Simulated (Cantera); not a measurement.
A Cantera script and its output.

```python
import numpy as np
import cantera as ct

gas = ct.Solution("gri30.yaml")


def delay(T, t_max=10):
    gas.TPX = T, 66000, {'CH4': 1, 'CO': 0.63, 'O2': 1.54, 'N2': 5.8, 'H2O': 0.18}
    reactor = ct.IdealGasReactor(gas, clone=False)
    net = ct.ReactorNet([reactor])
    net.rtol, net.atol = 1e-8, 1e-16
    while net.time < t_max:
        t_old, T_old = net.time, reactor.T
        net.step()
        if reactor.T > T + 400:  # ignition: a rise of 400 K
            return t_old + (T + 400 - T_old) / (reactor.T - T_old) * (net.time - t_old)
    return np.nan


taus = []
for T in [1275, 1325, 1375, 1425, 1475, 1525, 1575, 1625, 1675, 1725]:
    taus.append(delay(T))
    print(f"T0 = {T:6g} K   tau = {taus[-1]:.4e} s")
```

Result:

```
T0 =   1275 K   tau = 3.5299e-02 s
T0 =   1325 K   tau = 1.7234e-02 s
T0 =   1375 K   tau = 8.7689e-03 s
T0 =   1425 K   tau = 4.6613e-03 s
T0 =   1475 K   tau = 2.5958e-03 s
T0 =   1525 K   tau = 1.5168e-03 s
T0 =   1575 K   tau = 9.2911e-04 s
T0 =   1625 K   tau = 5.9472e-04 s
T0 =   1675 K   tau = 3.9589e-04 s
T0 =   1725 K   tau = 2.7265e-04 s
```

Detailed kinetics in Cantera: GRI-Mech 3.0 (53 species, 325 reactions).
